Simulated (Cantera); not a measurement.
An isothermal, constant-pressure homogeneous reactor starts with 1.47 % CH4, 98.2 % N2, 0.308 % H2O, at 1873 K and 1500 Pa.

Model: GRI-Mech 3.0 (53 species, 325 reactions), integrated in Cantera. GRI-Mech 3.0 stops at C3 and has no aromatics, soot or wall deposition, so with more carbon than oxygen in the feed, carbon stays in small species such as C2H2 where larger ones or solid carbon would form. Radical loss at walls, strong at low pressure, is not modelled.

One state of this run: x CH4 = 0.000124; x C2H4 = 6.64e-7; x C2H6 = 1.37e-9; x H2 = 0.0223; x C2H = 1.22e-6; x HCN = 9.09e-5. x: mole fraction; the columns are a selection and need not sum to one.

Task: Which value of t (s) does it belong to?
A. 1.00
B. 0.00399
C. 6.32e-5
D. 1.00e-6

Result: A, 1.00
